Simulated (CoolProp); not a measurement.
Properties of n-octane at several states.

The numbers come from the reference Helmholtz-energy equation of state, Beckmüller 2019 in CoolProp.

```csv
T (K),p (kPa),phase,density (kg/m³),cv (kJ/(kg K)),Joule-Thomson coefficient (K/MPa),expansivity (1/kK),viscosity (µPa s)
336.1,434,liquid,667.7,1.922,-0.3639,1.260,342
396.5,931,liquid,615.0,2.156,-0.2443,1.525,207
265.3,138,liquid,724.9,1.684,-0.4628,1.092,807
582.4,7770,supercritical,431.0,2.840,0.6160,3.286,62.1
578.1,33.9,gas,0.8094,2.719,7.412,1.759,10.9
```

Viscosity comes from a separate model (Huber 2004).
